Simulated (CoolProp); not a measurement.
R245ca at 385.14 K and 10 MPa is throttled through a valve to 0.286 MPa with no heat exchange. Each further row changes one setting.

Model: reference Helmholtz-energy equation of state, Zhou 2016, in CoolProp.

```json
[
 {"case": "as stated", "temperature change (K)": "-56.5", "final phase": "two-phase, vapour fraction 0.453", "final density (kg/m³)": "33.2"},
 {"case": "outlet pressure 0.0858 MPa", "temperature change (K)": "-91.0", "final phase": "two-phase, vapour fraction 0.642", "final density (kg/m³)": "7.56"},
 {"case": "outlet pressure 0.372 MPa", "temperature change (K)": "-47.7", "final phase": "two-phase, vapour fraction 0.397", "final density (kg/m³)": "48.5"}
]
```
